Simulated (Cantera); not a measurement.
Input: 1 mol PbO, 2.2 mol H2, held at 75.0 Torr.

Equilibrium computed with Cantera from the NASA thermochemical tables; the gas is ideal and each condensed phase is pure. Candidate condensed phases: H2O, Pb, PbO, PbO2, Pb3O4; 12 gas species. Kinetics and transport are ignored. All values below are at 1900 K.

Base state: H2 0.375, H2O 0.311, Pb 0.311, H 0.00154, PbO 0.000796, OH 0.000105, Pb2 5.78e-5 (mole fractions); condensed: gas only.

Question: What changes in the equilibrium state with this change: pressure from 75.0 Torr to 5.78 Torr?

Answer: 
| species | before | after |
|---|---|---|
| H2 | 0.375 | 0.372 |
| Pb | 0.311 | 0.311 |
| H2O | 0.311 | 0.310 |
| H | 0.00154 | 0.00552 |
| Pb2 | 5.78e-5 | 4.43e-6 |
| OH | 0.000105 | 0.000378 |
| PbO | 0.000796 | 0.000798 |
